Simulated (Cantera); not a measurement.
Halide evaporation, hydrolysis and transport: SrCl2 + H2

Charge: 1 mol SrCl2, 0.24 mol H2, at 1648 K and 10.0 mbar.

Cantera equilibrium calculation (NASA polynomials, part measured and part estimated; ideal gas, pure solids and liquids). Candidate condensed phases: Sr, SrCl2; 8 gas species. The numbers say what is thermodynamically allowed, not how fast it happens.

The x(H2) comes out as 0.648 and the x(SrCl2) is 0.344. The x(HCl) is 0.00368 and the x(SrCl) is 0.00322. The x(H) is 0.000717 and the x(Sr) comes out as 0.000232. The x(Cl) is 3.20e-6 and the n(SrCl2(l)) is 0.872 mol. The gas amount is 0.3692 mol and the log10 activity of Sr(l) (absent) comes out as -5.58.
